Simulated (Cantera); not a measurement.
Feed: 1 mol CH3Cl, 0.13 mol F2, at 1.33 mbar.

Cantera equilibrium calculation (NASA polynomials, part measured and part estimated; ideal gas, pure solids and liquids). Candidate condensed phases: C, C6H6, C7H8, C8H18; 118 gas species. Kinetics and transport are ignored.

x: gas mole fraction; n: condensed amount in mol.

```json
[
 {"T (°C)": "1602", "x H": "0.0114", "x HCl": "0.455", "x H2": "0.403", "x Cl": "0.00974", "x HF": "0.121", "x C3": "…", "n C(graphite)": "0.999"},
 {"T (°C)": "1702", "x H": "0.0236", "x HCl": "0.440", "x H2": "0.397", "x Cl": "0.0195", "x HF": "0.119", "x C3": "…", "n C(graphite)": "0.999"},
 {"T (°C)": "1802", "x H": "0.0454", "x HCl": "0.415", "x H2": "0.387", "x Cl": "0.0359", "x HF": "0.117", "x C3": "…", "n C(graphite)": "0.998"},
 {"T (°C)": "1902", "x H": "0.0811", "x HCl": "0.376", "x H2": "0.368", "x Cl": "0.0604", "x HF": "0.113", "x C3": "…", "n C(graphite)": "0.996"},
 {"T (°C)": "2002", "x H": "0.135", "x HCl": "0.323", "x H2": "0.339", "x Cl": "0.0930", "x HF": "0.108", "x C3": "…", "n C(graphite)": "0.994"},
 {"T (°C)": "2102", "x H": "0.210", "x HCl": "0.258", "x H2": "0.297", "x Cl": "0.131", "x HF": "0.101", "x C3": "…", "n C(graphite)": "0.990"},
 {"T (°C)": "2202", "x H": "0.303", "x HCl": "0.190", "x H2": "0.242", "x Cl": "0.168", "x HF": "0.0930", "x C3": "…", "n C(graphite)": "0.983"},
 {"T (°C)": "2302", "x H": "0.403", "x HCl": "0.127", "x H2": "0.180", "x Cl": "0.200", "x HF": "0.0845", "x C3": "…", "n C(graphite)": "0.968"},
 {"T (°C)": "2402", "x H": "0.492", "x HCl": "0.0779", "x H2": "0.121", "x Cl": "0.221", "x HF": "0.0766", "x C3": "…", "n C(graphite)": "0.920"}
]
```

Task: Some entries are withheld; supply them.

Result: 
- 1602, x C3: 7.74e-10
- 1702, x C3: 1.11e-8
- 1802, x C3: 1.23e-7
- 1902, x C3: 1.09e-6
- 2002, x C3: 7.86e-6
- 2102, x C3: 4.80e-5
- 2202, x C3: 0.000252
- 2302, x C3: 0.00116
- 2402, x C3: 0.00472
